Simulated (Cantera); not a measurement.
Feed: 1 mol MgO, 1.7 mol SO2, 5 mol O2, held at 1348.15 K and 1 atm.

Method: chemical equilibrium by Gibbs-energy minimisation in Cantera with the NASA 1993 tables (ideal gas, pure condensed phases). Candidate condensed phases: Mg, MgO, MgS, MgSO4, S; 14 gas species. Equilibrium is a limit: real reactors are often held back by kinetics, nucleation or transport.

Base state: O2 0.744, SO2 0.238, SO3 0.0183 (mole fractions); condensed: MgO(s).

What changes in the equilibrium state with this change: temperature from 1348.15 K to 1200 K?


```tsv
species	before	after
O2	0.744	0.864
SO2	0.238	0.110
SO3	0.0183	0.0264
MgO(s), mol	1.00	0
MgSO4(s), mol	0	1.00
```
